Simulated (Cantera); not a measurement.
A perfectly stirred reactor is fed with 1.38 % CH4, 98.6 % H2, at 0.200 bar; it is held at 2100 K, and followed from long to short residence time.

Detailed kinetics in Cantera: GRI-Mech 3.0 (53 species, 325 reactions). GRI-Mech 3.0 stops at C3 and has no aromatics, soot or wall deposition, so with more carbon than oxygen in the feed, carbon stays in small species such as C2H2 where larger ones or solid carbon would form.

x: mole fraction; the columns are a selection and need not sum to one.

```csv
τ (s),x CH4,x H2,x C2H2,x H,x C2H,x C2H6,x C2H4
2.3,0.000390,0.986,0.00656,0.00693,1.19e-6,2.16e-9,5.15e-6
0.74,0.000656,0.986,0.00641,0.00688,1.15e-6,5.92e-9,5.14e-6
0.24,0.00113,0.986,0.00615,0.00679,1.09e-6,1.72e-8,5.24e-6
0.080,0.00193,0.985,0.00570,0.00664,9.90e-7,4.86e-8,5.72e-6
0.026,0.00330,0.985,…,0.00639,8.27e-7,1.36e-7,7.34e-6
0.0086,0.00542,0.984,…,0.00600,5.95e-7,3.39e-7,1.15e-5
0.0028,0.00829,0.983,…,0.00537,3.16e-7,6.95e-7,1.89e-5
0.00092,0.0112,0.983,…,0.00426,8.96e-8,9.33e-7,2.36e-5
```

Problem. Fill in the missing entries.

Solution. 
- 0.026, x C2H2: 0.00494
- 0.0086, x C2H2: 0.00378
- 0.0028, x C2H2: 0.00224
- 0.00092, x C2H2: 0.000800
